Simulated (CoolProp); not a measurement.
CH2F2 (R32) along the isobar 4410 kPa: fugacity coefficient from the reference equation and from simpler models built on Tc = 351.3 K, pc = 5783 kPa, ω = 0.277; each cubic takes its own stable root.

Model: reference Helmholtz-energy equation of state, Tillner-Roth 1997, in CoolProp.

```tsv
T (K)	phase	reference
235.7	liquid	0.04661
252.3	liquid	0.08857
268.9	liquid	0.1521
285.5	liquid	0.2403
302.1	liquid	0.3542
318.7	liquid	0.4918
335.4	liquid	0.6480
352	gas	0.7229
368.6	gas	0.7659
385.2	gas	0.8001
401.8	gas	0.8282
418.4	gas	0.8517
435	gas	0.8715
```

Q: How far does each simpler model (Redlich-Kwong, Soave-Redlich-Kwong, Peng-Robinson) lie from the reference over these 13 states: mean and median of the absolute difference, and the worst?

A: 
- Redlich-Kwong: mean 22.1 %, median 9.4 %, worst +80.5 % at 235.7 K and 4410 kPa
- Soave-Redlich-Kwong: mean 4.7 %, median 4.0 %, worst +7.8 % at 302.1 K and 4410 kPa
- Peng-Robinson: mean 2.1 %, median 2.6 %, worst +4.5 % at 285.5 K and 4410 kPa

At some of these states Redlich-Kwong gives the other phase, because its saturation line lies elsewhere.
